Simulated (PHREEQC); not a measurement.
1 kg of water holding 0.34 mol/kgw NaCl, 0.015 mol/kgw NaOH and 0.022 mol/kgw Na2SO4 is evaporated at 25 °C; the solids stay in contact with the brine. The system is closed to CO2. Only these solids could form: Halite, Mirabilite, Thenardite.

The series has 28 steps of water left (kg), from 1 to 0.005012.

Equilibrium calculation in PHREEQC: Pitzer model, pitzer.dat.

Q: Which solids form, in which order, and at which step of the series does each first stand?

A: Halite from water left = 0.05275 kg (pH 13.14); Thenardite from water left = 0.0293 kg (pH 13.44).
